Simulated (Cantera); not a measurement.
Feed: 1 mol Cu, 1.1 mol CO, 3.1 mol H2, at 3.50 bar.

These are equilibrium values from Cantera (NASA tables, ideal gas, pure condensed phases), not measurements of a reactor. Candidate condensed phases: C, C6H6, C7H8, C8H18, Cu, CuO, Cu(OH)2, Cu2O, H2O; 113 gas species. Equilibrium is a limit: real reactors are often held back by kinetics, nucleation or transport.

### Question
At 1325 °C, list the 4 most abundant gas species with their mole fractions, and the condensed phases.

### Answer
H2 0.736, CO 0.261, CH4 0.00144, H2O 0.00129. Condensed: Cu(l).
